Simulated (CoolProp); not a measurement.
A single-stage vapour-compression cycle with R124: evaporating at 270.15 K (dew point), condensing at 317.15 K (bubble point), superheat 5 K, subcooling 2 K, compressor efficiency 0.75, no pressure losses. Each further row changes one setting.

Model: reference Helmholtz-energy equation of state, de Vries 1995, in CoolProp.

| case | cooling COP | pressure ratio | discharge temperature (K) | refrigerating effect (kJ/kg) | volumetric capacity (kJ/m³) |
|---|---|---|---|---|---|
| as stated | 3.46 | 4.55 | 329.1 | 115 | 1050 |
| evaporating temperature 275.15 K | 4.05 | … | 327.9 | 117 | 1290 |
| condensing temperature 312.15 K | 4.00 | 3.97 | 323.9 | 120 | 1100 |
| subcooling 7 K | 3.64 | 4.55 | 329.1 | 120 | 1100 |
| superheat 15 K | 3.52 | 4.55 | 339.4 | 122 | … |
| compressor efficiency 0.65 | 3.00 | 4.55 | … | 115 | 1050 |

Question: What belongs in the gaps?

Answer: 
- evaporating temperature 275.15 K, pressure ratio: 3.77
- superheat 15 K, volumetric capacity (kJ/m³): 1070
- compressor efficiency 0.65, discharge temperature (K): 335.0
